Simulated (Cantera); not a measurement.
What does this Cantera script print?

```python
import numpy as np
import cantera as ct

gas = ct.Solution("gri30.yaml")
gas.TPX = 325, 100000, {'CH4': 1, 'H2': 1.1, 'O2': 3.59, 'N2': 13.5}
inlet = ct.Reservoir(gas, clone=True)
gas.equilibrate("HP")  # start burning
reactor = ct.IdealGasConstPressureReactor(gas, energy="on", clone=False)
exhaust = ct.Reservoir(gas, clone=True)
tau = [0.022, 0.01, 0.0046, 0.0021, 0.00096, 0.00044, 0.0002, 9.2e-05, 4.2e-05, 1.9e-05, 8.8e-06][0]
for a, b in ((inlet, reactor), (reactor, exhaust)):
    ct.MassFlowController(a, b, mdot=lambda t: reactor.mass / tau)
net = ct.ReactorNet([reactor])
show = ['CH4', 'H2', 'O2', 'N2O', 'CH2O', 'HO2', 'H']

rows = []
print(f"{'tau/s':>10s}{'T/K':>9s}" + "".join(f"{s:>11s}" for s in show))
for tau in [0.022, 0.01, 0.0046, 0.0021, 0.00096, 0.00044, 0.0002, 9.2e-05, 4.2e-05, 1.9e-05, 8.8e-06]:
    net.initial_time = 0.0
    net.advance(30 * tau)
    before = gas.X
    net.advance(40 * tau)
    drift = np.max(np.abs(gas.X - before) / (gas.X + 1e-9))
    rows.append([gas.T, *gas[show].X, drift])
    print(f"{tau:10.3e}{gas.T:9.1f}" + "".join(f"{x:11.3e}" for x in gas[show].X))
```

It prints:

```
     tau/s      T/K        CH4         H2         O2        N2O       CH2O        HO2          H
 2.200e-02   1898.8  1.474e-05  6.929e-04  5.567e-02  4.249e-07  1.931e-06  2.831e-06  1.472e-04
 1.000e-02   1884.8  2.432e-05  1.112e-03  5.592e-02  4.316e-07  3.269e-06  4.300e-06  3.025e-04
 4.600e-03   1863.9  4.010e-05  1.749e-03  5.637e-02  3.972e-07  5.413e-06  6.567e-06  6.069e-04
 2.100e-03   1833.2  6.782e-05  2.687e-03  5.716e-02  3.433e-07  8.945e-06  9.968e-06  1.184e-03
 9.600e-04   1789.9  1.192e-04  3.967e-03  5.846e-02  2.879e-07  1.487e-05  1.476e-05  2.180e-03
 4.400e-04   1731.7  2.236e-04  5.598e-03  6.057e-02  2.386e-07  2.546e-05  2.127e-05  3.697e-03
 2.000e-04   1654.2  4.772e-04  7.680e-03  6.430e-02  1.938e-07  4.732e-05  3.077e-05  5.591e-03
 9.200e-05   1546.8  1.338e-03  1.113e-02  7.226e-02  1.414e-07  1.062e-04  4.939e-05  6.663e-03
 4.200e-05    325.0  5.211e-02  5.732e-02  1.871e-01  5.122e-21  5.572e-17  1.723e-17  2.221e-25
 1.900e-05    325.0  5.211e-02  5.732e-02  1.871e-01  1.946e-22  2.117e-18  6.544e-19  8.293e-27
 8.800e-06    325.0  5.211e-02  5.732e-02  1.871e-01  2.601e-25  2.830e-21  8.749e-22  9.890e-30
```

Model: GRI-Mech 3.0 (53 species, 325 reactions), integrated in Cantera.
